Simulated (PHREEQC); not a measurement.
Consider water at 25 °C with 0.009 mol CaSO4, 0.013 mol CO2 and 0.059 mol NaCl per kg of water. Closed to the air; pH follows from the charge balance.

The numbers come from PHREEQC with the ion-association model, wateq4f.dat.

The ionic strength comes out as 0.0874 mol/kgw. What activity coefficients do HSO4-, SO4-2, NaSO4-, HCO3-, Na+ get?

HSO4- 0.79, SO4-2 0.39, NaSO4- 0.80, HCO3- 0.80, Na+ 0.79.

This is a speciation only: nothing precipitates in the calculation.
